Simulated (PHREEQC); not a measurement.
Make-up at 25 °C: 0.26 mol Na2SO4, 0.011 mol NH3 and 0.04 mol NH4BF4 per kg of water. Closed to the air; pH follows from the charge balance.

Equilibrium calculation in PHREEQC: ion-association model, phreeqc.dat.

| Property | Value |
|---|---|
| pH | 3.64 |
| ionic strength | 0.655 mol/kgw |
| activity of water | 0.986 |
| density | 1.033 g/cm³ |
| total alkalinity | -109 meq/kg |

```
species    molality  activity   log γ
---------  --------  --------  ------
Na+           0.444     0.319  -0.144
SO4-2         0.172    0.0317  -0.735
NaSO4-       0.0747    0.0506  -0.170
NH4+         0.0389    0.0220  -0.248
BF4-         0.0316    0.0235  -0.128
F-           0.0130   0.00795  -0.214
NH4SO4-      0.0121   0.00898  -0.128
BF3OH-      0.00420   0.00313  -0.128
HF          0.00235   0.00274   0.066
H3BO3       0.00212   0.00246   0.066
BF2(OH)2-   0.00207   0.00154  -0.128
NaF         0.00125   0.00146   0.066
HSO4-      0.000949  0.000707  -0.128
H+         0.000304  0.000229  -0.122
HF2-       0.000112   8.34e-5  -0.128
BF(OH)3-    1.04e-5   7.78e-6  -0.128
```

Precipitation was switched off in this run. Complexes and solids missing from the database can't appear. Real BF4- forms and hydrolyses slowly; the run takes it at equilibrium.
